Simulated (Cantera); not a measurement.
A freely propagating, adiabatic, planar premixed flame of 7.70 % CH₄, 3.24 % H₂, 18.7 % O₂, 70.3 % N₂, unburnt at 475 K and 790000 Pa; mixture-averaged transport, grid criteria slope 0.08 and curve 0.16, no radiation.

Model: GRI-Mech 3.0 (53 species, 325 reactions), integrated in Cantera. Burning velocities carry a grid error of a few per cent, more on coarse grids.

x: mole fraction of selected species; z is measured from the peak of heat release.

```csv
z (mm),T (K),u (m/s),x CH₄,x H₂,x O₂,x C₂H₂,x C₂H₆,x HCO
-0.245,476,0.412,0.0771,0.0312,0.187,<1e-8,6.35e-8,<1e-8
-0.163,482,0.417,0.0769,0.0293,0.187,7.69e-8,6.52e-7,<1e-8
-0.123,501,0.432,0.0760,0.0271,0.187,3.59e-7,3.39e-6,<1e-8
-0.0817,600,0.517,0.0710,0.0231,0.180,2.80e-6,3.21e-5,<1e-8
-0.0409,1043,0.903,0.0476,0.0174,0.143,2.26e-5,0.000313,1.36e-7
-0.0204,1461,1.27,0.0247,0.0145,0.102,5.30e-5,0.000476,4.40e-6
0,___,1.62,___,___,___,___,___,___
0.0204,2039,1.77,0.000159,0.00642,0.0352,7.10e-6,7.08e-8,2.98e-6
0.0409,2116,1.82,___,___,___,___,<1e-8,___
0.0817,2195,1.88,<1e-8,0.00331,0.0239,<1e-8,<1e-8,1.07e-8
0.163,2254,1.93,<1e-8,0.00196,0.0211,<1e-8,<1e-8,<1e-8
0.327,2283,1.95,<1e-8,0.00120,0.0197,<1e-8,<1e-8,<1e-8
0.654,2291,1.96,<1e-8,0.000971,0.0193,<1e-8,<1e-8,<1e-8
```

Problem. Complete the blanks.

Solution. 
- 0, T (K): 1861
- 0, x CH₄: 0.00454
- 0, x H₂: 0.0107
- 0, x O₂: 0.0573
- 0, x C₂H₂: 8.03e-5
- 0, x C₂H₆: 5.12e-5
- 0, x HCO: 1.63e-5
- 0.0409, x CH₄: 3.16e-6
- 0.0409, x H₂: 0.00473
- 0.0409, x O₂: 0.0284
- 0.0409, x C₂H₂: 1.30e-7
- 0.0409, x HCO: 1.14e-7
